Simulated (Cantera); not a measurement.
Input: 1 mol Si3N4, 4.9 mol NF3, 67 mol H2, equilibrated at 525 °C and 0.0100 bar.

Cantera equilibrium calculation (NASA polynomials, part measured and part estimated; ideal gas, pure solids and liquids). Candidate condensed phases: Si, Si3N4; 37 gas species. The numbers say what is thermodynamically allowed, not how fast it happens.

Base state: H2 0.866, N2 0.0587, SiF4 0.0396, HF 0.0356 (mole fractions); condensed: gas only.

What changes in the equilibrium state with this change: NF3 from 4.9 to 1.4 mol?


| species | before | after |
|---|---|---|
| H2 | 0.866 | 0.965 |
| N2 | 0.0587 | 0.0202 |
| SiF4 | 0.0396 | 0.0151 |
| HF | 0.0356 | 4.52e-5 |
| SiHF3 | 3.22e-8 | 1.08e-5 |
| Si3N4(s), mol | 0 | 0.650 |
